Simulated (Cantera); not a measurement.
## Formation from one mole of Cl2

Standard-state values (1 bar) from the NASA 1993 polynomials, evaluated with Cantera. Values are per mole of reaction as written; species without (g) are pure solids or liquids, kept so even where they would boil at 1 bar.

0.6667 Ti + Cl2(g) → 0.6667 TiCl3

```json
[
 {"T (K)": "425", "ΔH° (kJ)": "-479.5", "ΔS° (J/K)": "-145.7", "ΔG° (kJ)": "-417.6", "log10 K": "51.32"},
 {"T (K)": "475", "ΔH° (kJ)": "-478.8", "ΔS° (J/K)": "-144.2", "ΔG° (kJ)": "-410.3", "log10 K": "45.12"},
 {"T (K)": "525", "ΔH° (kJ)": "-478.2", "ΔS° (J/K)": "-143.0", "ΔG° (kJ)": "-403.1", "log10 K": "40.11"},
 {"T (K)": "575", "ΔH° (kJ)": "-477.6", "ΔS° (J/K)": "-141.8", "ΔG° (kJ)": "-396.0", "log10 K": "35.98"},
 {"T (K)": "625", "ΔH° (kJ)": "-477.0", "ΔS° (J/K)": "-140.8", "ΔG° (kJ)": "-389.0", "log10 K": "32.51"},
 {"T (K)": "675", "ΔH° (kJ)": "-476.3", "ΔS° (J/K)": "-139.8", "ΔG° (kJ)": "-381.9", "log10 K": "29.56"},
 {"T (K)": "725", "ΔH° (kJ)": "-475.7", "ΔS° (J/K)": "-138.9", "ΔG° (kJ)": "-375.0", "log10 K": "27.02"},
 {"T (K)": "775", "ΔH° (kJ)": "-475.1", "ΔS° (J/K)": "-138.1", "ΔG° (kJ)": "-368.1", "log10 K": "24.81"},
 {"T (K)": "825", "ΔH° (kJ)": "-474.5", "ΔS° (J/K)": "-137.3", "ΔG° (kJ)": "-361.2", "log10 K": "22.87"},
 {"T (K)": "875", "ΔH° (kJ)": "-473.8", "ΔS° (J/K)": "-136.6", "ΔG° (kJ)": "-354.3", "log10 K": "21.15"},
 {"T (K)": "925", "ΔH° (kJ)": "-473.2", "ΔS° (J/K)": "-135.9", "ΔG° (kJ)": "-347.5", "log10 K": "19.62"}
]
```

0.6667 B + Cl2(g) → 0.6667 BCl3(g)

| T (K) | ΔH° (kJ) | ΔS° (J/K) | ΔG° (kJ) | log10 K |
|---|---|---|---|---|
| 425 | -268.6 | -33.5 | -254.4 | 31.26 |
| 475 | -268.6 | -33.6 | -252.7 | 27.79 |
| 525 | -268.7 | -33.6 | -251.0 | 24.98 |
| 575 | -268.7 | -33.6 | -249.3 | 22.65 |
| 625 | -268.7 | -33.6 | -247.7 | 20.70 |
| 675 | -268.7 | -33.7 | -246.0 | 19.04 |
| 725 | -268.7 | -33.7 | -244.3 | 17.60 |
| 775 | -268.8 | -33.7 | -242.6 | 16.35 |
| 825 | -268.8 | -33.8 | -240.9 | 15.25 |
| 875 | -268.8 | -33.8 | -239.2 | 14.28 |
| 925 | -268.9 | -33.9 | -237.5 | 13.41 |

Sr + Cl2(g) → SrCl2

| T (K) | ΔH° (kJ) | ΔS° (J/K) | ΔG° (kJ) | log10 K |
|---|---|---|---|---|
| 425 | -826.9 | -157.8 | -759.8 | 93.39 |
| 475 | -826.1 | -156.0 | -752.0 | 82.69 |
| 525 | -825.3 | -154.4 | -744.2 | 74.05 |
| 575 | -824.4 | -152.8 | -736.6 | 66.91 |
| 625 | -823.5 | -151.3 | -728.9 | 60.92 |
| 675 | -822.6 | -149.9 | -721.4 | 55.83 |
| 725 | -821.6 | -148.5 | -714.0 | 51.44 |
| 775 | -820.6 | -147.1 | -706.6 | 47.62 |
| 825 | -820.2 | -146.7 | -699.2 | 44.27 |
| 875 | -818.9 | -145.1 | -692.0 | 41.31 |
| 925 | -817.5 | -143.5 | -684.7 | 38.67 |

2 K + Cl2(g) → 2 KCl(g)

```tsv
T (K)	ΔH° (kJ)	ΔS° (J/K)	ΔG° (kJ)	log10 K
425	-437.1	103.5	-481.0	59.12
475	-438.2	100.9	-486.1	53.46
525	-439.4	98.6	-491.1	48.86
575	-440.5	96.6	-496.0	45.06
625	-441.6	94.8	-500.8	41.85
675	-442.6	93.1	-505.5	39.12
725	-443.7	91.6	-510.1	36.75
775	-444.7	90.2	-514.7	34.69
825	-445.8	88.9	-519.1	32.87
875	-446.9	87.6	-523.5	31.25
925	-447.9	86.4	-527.9	29.81
```
